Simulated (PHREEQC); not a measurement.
PHREEQC input (ion-association model, phreeqc.dat):

```
SOLUTION 1
  temp 20
  units mol/kgw
  pH 7 charge
  Cl 0.0062
  Ca 0.0031
  C(4) 0.00014
  Si 2.3e-07
SOLUTION 2
  temp 20
  units mol/kgw
  pH 7 charge
  Cl 0.078
  Mg 0.0448
  C(4) 0.00029
  S(6) 0.0058
END
SELECTED_OUTPUT 1
  -reset false
  -pH true
  -pe true
  -ionic_strength true
  -water true
  -totals C Ca Cl Mg S Si C(-4) C(4) S(-2) S(6)
  -molalities H+ Ca+2 Mg+2 H4SiO4 Cl- CO3-2 SO4-2 OH- O2 HCO3-
    CO2 (CO2)2 HSO4- S-2 HS- H2S CaOH+ CaCO3 CaHCO3+ CaSO4
    CaHSO4+ MgOH+ MgCO3 MgHCO3+ MgSO4 H3SiO4- H2SiO4-2
  -equilibrium_phases Aragonite Gypsum Chalcedony
PRINT
  -reset false
MIX 1
  1 1
  2 0
EQUILIBRIUM_PHASES 1
  Aragonite 0 0
  Gypsum 0 0
  Chalcedony 0 0
  O2(g) -0.68 10
END
# ... the last block is repeated for the other 10 points of share of solution B
```

Selected output (columns that matter, 11 of 11 rows; share of solution B added in front):

```
share of solution B	pH	mu	C	Ca	Cl	Mg	S	Si	m_H+	m_Ca+2	m_Mg+2	m_H4SiO4	m_Cl-	m_SO4-2
0	5.1234	0.0093078	0.00014	0.0031	0.0062	0	0	2.3e-07	8.2148e-06	0.0030998	0	2.3e-07	0.0062	0
0.1	5.0986	0.021672	0.000155	0.00279	0.01338	0.00448	0.00058	2.07e-07	8.9799e-06	0.0027282	0.0043599	2.07e-07	0.01338	0.00039826
0.2	5.0753	0.033758	0.00017	0.00248	0.02056	0.00896	0.00116	1.84e-07	9.6589e-06	0.0023996	0.0086073	1.84e-07	0.02056	0.00072721
0.3	5.0537	0.045714	0.000185	0.00217	0.02774	0.01344	0.00174	1.61e-07	1.0295e-05	0.0020861	0.012807	1.61e-07	0.02774	0.0010235
0.4	5.0335	0.05759	0.0002	0.00186	0.03492	0.01792	0.00232	1.38e-07	1.0904e-05	0.00178	0.016979	1.38e-07	0.03492	0.0012998
0.5	5.0146	0.06941	0.000215	0.00155	0.0421	0.0224	0.0029	1.15e-07	1.1491e-05	0.0014784	0.021133	1.15e-07	0.0421	0.0015622
0.6	4.9969	0.081187	0.00023	0.00124	0.04928	0.02688	0.00348	9.2e-08	1.2062e-05	0.0011797	0.025274	9.1999e-08	0.04928	0.001814
0.7	4.9802	0.092931	0.000245	0.00093	0.05646	0.03136	0.00406	6.9e-08	1.2619e-05	0.00088291	0.029404	6.8999e-08	0.05646	0.0020573
0.8	4.9643	0.10465	0.00026	0.00062	0.06364	0.03584	0.00464	4.6e-08	1.3165e-05	0.00058759	0.033525	4.5999e-08	0.06364	0.0022936
0.9	4.9492	0.11634	0.000275	0.00031	0.07082	0.04032	0.00522	2.3e-08	1.3702e-05	0.00029337	0.03764	2.3e-08	0.07082	0.002524
1	4.9348	0.12801	0.00029	0	0.078	0.0448	0.0058	0	1.423e-05	0	0.041748	0	0.078	0.002749
```

Species that the database lacks are ignored.
